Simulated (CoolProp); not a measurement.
A simple Rankine cycle with n-pentane: condensing at 302.15 K, boiler at 0.29 MPa, turbine inlet 494 K, turbine efficiency 0.85, pump efficiency 0.6, no recuperator. Each further row changes one setting.

The numbers come from the reference Helmholtz-energy equation of state, Thol 2019 in CoolProp.

| case | thermal efficiency (%) | net work (kJ/kg) | heat in (kJ/kg) | turbine exit temperature (K) | volume ratio over the turbine |
|---|---|---|---|---|---|
| as stated | 7.8 | 59.4 | 765 | 468.2 | 3.53 |
| turbine inlet 514 K | 7.6 | 62.0 | 817 | 488.1 | 3.53 |
| condensing temperature 294.15 K | 9.3 | 72.7 | 784 | 462.5 | 4.71 |
| boiler pressure 0.203 MPa | 5.7 | 43.7 | 767 | 475.4 | 2.49 |
| turbine efficiency 0.75 | 6.8 | 52.4 | 765 | 471.1 | 3.56 |
